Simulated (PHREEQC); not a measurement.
Solution (25 °C): 17 mmol/kgw AlCl3. Closed to the air; pH follows from the charge balance.

Computed with PHREEQC (ion-association model, phreeqc.dat).

```yaml
pH: 3.60
ionic_strength: 0.101 mol/kgw
specific_conductance: 5150 µS/cm
density: 0.999 g/cm³
```

| species | molality | activity | log γ |
|---|---|---|---|
| Cl- | 0.0510 | 0.0391 | -0.116 |
| Al+3 | 0.0167 | 0.00295 | -0.753 |
| H+ | 0.000308 | 0.000254 | -0.084 |
| AlOH+2 | 0.000299 | 0.000115 | -0.415 |
| Al(OH)2+ | 4.50e-6 | 3.54e-6 | -0.104 |
| Al(OH)3 | 2.00e-9 | 2.05e-9 | 0.010 |

This is a speciation only: nothing precipitates in the calculation. The solution is supersaturated, for example in Gibbsite (slow to form), so a real one may precipitate; this is no full list.
